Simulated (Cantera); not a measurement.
A perfectly stirred reactor is fed with C₂H₆ : N₂ = 1 : 6.5 (molar parts), at 0.276 atm; it is held at 1748 K, and followed from long to short residence time.

Computed with Cantera and GRI-Mech 3.0 (53 species, 325 reactions). GRI-Mech 3.0 stops at C3 and has no aromatics, soot or wall deposition, so with more carbon than oxygen in the feed, carbon stays in small species such as C2H2 where larger ones or solid carbon would form.

One state of this run: x C₂H₆ = 3.21e-5; x CH₃ = 0.000389; x CH₄ = 0.0130; x HCN = 1.12e-5; x H₂ = 0.193; x CH₂ = 5.73e-7; x C₂H = 1.03e-6. x: mole fraction; the columns are a selection and need not sum to one.

### Question
Which value of τ (s) does it belong to?
(A) 3.6
(B) 0.23
(C) 0.0037
(D) 0.00093

### Answer
B, 0.23
